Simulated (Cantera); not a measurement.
A Cantera script and its output.

```python
import numpy as np
import cantera as ct

gas = ct.Solution("gri30.yaml")
gas.TPX = 1600, 1700000, {'CH4': 1, 'CO': 0.12, 'O2': 2.06, 'N2': 7.75}
reactor = ct.IdealGasConstPressureReactor(gas, energy="on", clone=False)
net = ct.ReactorNet([reactor])
net.rtol, net.atol = 1e-08, 1e-16
show = ['CH4', 'CO', 'O2', 'C2H4', 'NO']
times = np.geomspace(6e-06, 0.1, 14)

steps = ct.SolutionArray(gas, extra=["t"])
rows = []
print(f"{'t/s':>10s}{'T/K':>9s}{'P/Pa':>11s}" + "".join(f"{s:>11s}" for s in show))
for t in times:
    while net.time < t:
        t_next = net.step()
        steps.append(gas.state, t=t_next)
    rows.append([np.interp(t, steps.t, y) for y in (steps.T, steps.P, *steps(*show).X.T)])
    print(f"{t:10.3e}{rows[-1][0]:9.1f}{rows[-1][1]:11.4g}" + "".join(f"{x:11.3e}" for x in rows[-1][2:]))
rate = np.gradient(steps.T, steps.t)
print("integrator steps:", len(steps.t))
if steps.T.max() > steps.T[0] + 200:
    print(f"time of steepest temperature rise: {steps.t[rate.argmax()]:.4e} s")
gas.TPX = 1600, 1700000, {'CH4': 1, 'CO': 0.12, 'O2': 2.06, 'N2': 7.75}
gas.equilibrate("HP")
print(f"equilibrium (HP): T = {gas.T:.1f} K  " + "  ".join(f"{s} {gas[s].X[0]:.3e}" for s in show))
```

It prints:

```
       t/s      T/K       P/Pa        CH4         CO         O2       C2H4         NO
 6.000e-06   1600.1    1.7e+06  9.132e-02  1.097e-02  1.884e-01  9.860e-07  4.997e-13
 1.267e-05   1601.7    1.7e+06  9.076e-02  1.098e-02  1.881e-01  1.320e-05  2.663e-12
 2.677e-05   1613.3    1.7e+06  8.801e-02  1.132e-02  1.863e-01  1.368e-04  1.705e-11
 5.655e-05   2983.0    1.7e+06  6.606e-14  3.701e-02  1.901e-02  4.499e-21  7.974e-04
 1.194e-04   2979.6    1.7e+06  7.505e-14  3.687e-02  1.633e-02  5.101e-21  7.065e-03
 2.523e-04   2972.0    1.7e+06  8.102e-14  3.722e-02  1.497e-02  5.606e-21  1.086e-02
 5.330e-04   2970.9    1.7e+06  8.195e-14  3.727e-02  1.477e-02  5.686e-21  1.141e-02
 1.126e-03   2970.8    1.7e+06  8.197e-14  3.727e-02  1.477e-02  5.687e-21  1.142e-02
 2.378e-03   2970.8    1.7e+06  8.197e-14  3.727e-02  1.477e-02  5.687e-21  1.142e-02
 5.023e-03   2970.8    1.7e+06  8.197e-14  3.727e-02  1.477e-02  5.687e-21  1.142e-02
 1.061e-02   2970.8    1.7e+06  8.197e-14  3.727e-02  1.477e-02  5.687e-21  1.142e-02
 2.241e-02   2970.8    1.7e+06  8.197e-14  3.727e-02  1.477e-02  5.687e-21  1.142e-02
 4.734e-02   2970.8    1.7e+06  8.197e-14  3.727e-02  1.477e-02  5.687e-21  1.142e-02
 1.000e-01   2970.8    1.7e+06  8.197e-14  3.727e-02  1.477e-02  5.687e-21  1.142e-02
integrator steps: 1901
time of steepest temperature rise: 5.0835e-05 s
equilibrium (HP): T = 2970.8 K  CH4 1.029e-13  CO 3.727e-02  O2 1.477e-02  C2H4 6.179e-21  NO 1.142e-02
```

Detailed kinetics in Cantera: GRI-Mech 3.0 (53 species, 325 reactions). The pressure lies above the range GRI-Mech 3.0 was tuned for (to about 10 atm).
